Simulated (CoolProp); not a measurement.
Saturation properties of R1336mzz(Z).

Values from CoolProp's reference Helmholtz-energy equation of state, McLinden 2020.

```csv
T (K),p (kPa),liquid density (kg/m³),enthalpy of vaporisation (kJ/kg),vapour Z
294,62.35,1375,170.4,0.9627
299.1,76.34,1362,168.0,0.9571
304.1,92.36,1349,165.7,0.9511
309.1,110.9,1336,163.4,0.9445
314.1,132.3,1322,161.0,0.9373
319.1,156.8,1308,158.5,0.9296
324.2,185.2,1294,156.0,0.9211
329.2,216.9,1280,153.4,0.9121
```

It boils at 306.6 K under 1 atm.
